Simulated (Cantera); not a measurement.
What does this Cantera script print?

```python
import numpy as np
import cantera as ct

gas = ct.Solution("gri30.yaml")
gas.TPX = 1200, 500000, {'CH4': 1, 'O2': 2.56, 'N2': 9.64}
reactor = ct.IdealGasConstPressureReactor(gas, energy="on", clone=False)
net = ct.ReactorNet([reactor])
net.rtol, net.atol = 1e-08, 1e-16
show = ['CH4', 'O2', 'H2', 'N2O', 'HCO', 'NO', 'CH2CO']
times = np.geomspace(9e-06, 5, 11)

steps = ct.SolutionArray(gas, extra=["t"])
rows = []
print(f"{'t/s':>10s}{'T/K':>9s}{'P/Pa':>11s}" + "".join(f"{s:>11s}" for s in show))
for t in times:
    while net.time < t:
        t_next = net.step()
        steps.append(gas.state, t=t_next)
    rows.append([np.interp(t, steps.t, y) for y in (steps.T, steps.P, *steps(*show).X.T)])
    print(f"{t:10.3e}{rows[-1][0]:9.1f}{rows[-1][1]:11.4g}" + "".join(f"{x:11.3e}" for x in rows[-1][2:]))
rate = np.gradient(steps.T, steps.t)
print("integrator steps:", len(steps.t))
if steps.T.max() > steps.T[0] + 200:
    print(f"time of steepest temperature rise: {steps.t[rate.argmax()]:.4e} s")
gas.TPX = 1200, 500000, {'CH4': 1, 'O2': 2.56, 'N2': 9.64}
gas.equilibrate("HP")
print(f"equilibrium (HP): T = {gas.T:.1f} K  " + "  ".join(f"{s} {gas[s].X[0]:.3e}" for s in show))
```

It prints:

```
       t/s      T/K       P/Pa        CH4         O2         H2        N2O        HCO         NO      CH2CO
 9.000e-06   1200.0      5e+05  7.576e-02  1.939e-01  1.548e-10  7.000e-15  3.335e-16  7.252e-21  2.263e-22
 3.378e-05   1200.0      5e+05  7.576e-02  1.939e-01  1.269e-09  8.673e-14  5.099e-15  9.004e-20  2.511e-19
 1.268e-04   1200.0      5e+05  7.576e-02  1.939e-01  1.940e-08  1.119e-12  1.006e-13  1.524e-18  3.807e-16
 4.761e-04   1200.0      5e+05  7.575e-02  1.939e-01  5.922e-07  1.261e-11  4.026e-12  4.357e-17  1.529e-12
 1.787e-03   1200.6      5e+05  7.563e-02  1.939e-01  9.171e-06  1.015e-10  6.684e-11  6.973e-16  6.339e-10
 6.708e-03   1212.0      5e+05  7.362e-02  1.923e-01  2.828e-04  1.639e-09  2.879e-09  4.226e-14  4.352e-07
 2.518e-02   2572.8      5e+05  5.641e-17  3.901e-02  2.717e-03  1.275e-06  4.204e-09  1.074e-02  5.309e-19
 9.453e-02   2572.8      5e+05  5.641e-17  3.900e-02  2.717e-03  1.276e-06  4.204e-09  1.075e-02  5.308e-19
 3.548e-01   2572.8      5e+05  5.641e-17  3.900e-02  2.717e-03  1.276e-06  4.204e-09  1.075e-02  5.308e-19
 1.332e+00   2572.8      5e+05  5.641e-17  3.900e-02  2.717e-03  1.276e-06  4.204e-09  1.075e-02  5.308e-19
 5.000e+00   2572.8      5e+05  5.641e-17  3.900e-02  2.717e-03  1.276e-06  4.204e-09  1.075e-02  5.308e-19
integrator steps: 2265
time of steepest temperature rise: 8.8536e-03 s
equilibrium (HP): T = 2572.8 K  CH4 7.741e-17  O2 3.900e-02  H2 2.717e-03  N2O 1.276e-06  HCO 4.204e-09  NO 1.075e-02  CH2CO 6.422e-19
```

Cantera simulation using GRI-Mech 3.0 (53 species, 325 reactions); the numbers are that mechanism's predictions, not measurements.
